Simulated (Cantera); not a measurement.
Input: 1 mol Fe2O3, 0.23 mol HCl, 6.6 mol H2, held at 233 Torr.

Equilibrium computed with Cantera from the NASA thermochemical tables; the gas is ideal and each condensed phase is pure. Candidate condensed phases: Fe, FeCl2, FeCl3, FeO, Fe(OH)2, Fe(OH)3, Fe2O3, Fe3O4, H2O; 22 gas species. Mutual solubility and eutectic melting of coexisting phases are not modelled. The tables' stoichiometric FeO is somewhat more stable than real wüstite, so its field is too wide. FeO: taken at fixed stoichiometry. The numbers say what is thermodynamically allowed, not how fast it happens.

x: gas mole fraction; n: condensed amount in mol.

| T (K) | x H2 | x H2O | x HCl | x FeCl2 | x H | x Fe(OH)2 | x Fe | n Fe(α) | n FeO(s) | n Fe(γ) |
|---|---|---|---|---|---|---|---|---|---|---|
| 1048 | 0.805 | 0.161 | 0.0331 | 0.000297 | 1.25e-8 | 4.91e-9 | <1e-12 | 0.0996 | 1.90 | 0 |
| 1098 | 0.789 | 0.178 | 0.0329 | 0.000367 | 3.95e-8 | 1.39e-8 | [?] | 0.211 | 1.79 | 0 |
| 1148 | 0.773 | 0.194 | 0.0328 | 0.000443 | 1.13e-7 | 3.60e-8 | [?] | 0.320 | 1.68 | 0 |
| 1198 | 0.758 | 0.209 | 0.0326 | 0.000524 | 2.97e-7 | 8.57e-8 | [?] | 0 | 1.57 | 0.425 |
| 1248 | 0.743 | 0.224 | 0.0325 | 0.000610 | 7.23e-7 | 1.90e-7 | [?] | 0 | 1.47 | 0.527 |
| 1298 | 0.729 | 0.238 | 0.0323 | 0.000700 | 1.64e-6 | 3.94e-7 | [?] | 0 | 1.37 | 0.622 |
| 1348 | 0.716 | 0.251 | 0.0321 | 0.000793 | 3.52e-6 | 7.71e-7 | [?] | 0 | 1.28 | 0.711 |
| 1398 | 0.704 | 0.263 | 0.0319 | 0.000890 | 7.13e-6 | 1.44e-6 | [?] | 0 | 1.20 | 0.793 |
| 1448 | 0.693 | 0.275 | 0.0317 | 0.000988 | 1.38e-5 | 2.55e-6 | [?] | 0 | 1.12 | 0.869 |
| 1498 | 0.682 | 0.285 | 0.0315 | 0.00109 | 2.55e-5 | 4.35e-6 | [?] | 0 | 1.05 | 0.939 |
| 1548 | 0.673 | 0.295 | 0.0313 | 0.00119 | 4.54e-5 | 7.15e-6 | [?] | 0 | 0.987 | 1.00 |
| 1598 | 0.664 | 0.304 | 0.0311 | 0.00129 | 7.79e-5 | 1.14e-5 | [?] | 0 | 0.927 | 1.06 |
| 1648 | 0.656 | 0.312 | 0.0309 | 0.00138 | 0.000130 | 1.75e-5 | [?] | 0 | 0.870 | 1.12 |

Task: Complete the blanks.

Result: 
- 1098, x Fe: 3.75e-12
- 1148, x Fe: 2.57e-11
- 1198, x Fe: 1.50e-10
- 1248, x Fe: 7.52e-10
- 1298, x Fe: 3.33e-9
- 1348, x Fe: 1.32e-8
- 1398, x Fe: 4.70e-8
- 1448, x Fe: 1.54e-7
- 1498, x Fe: 4.64e-7
- 1548, x Fe: 1.30e-6
- 1598, x Fe: 3.41e-6
- 1648, x Fe: 8.41e-6
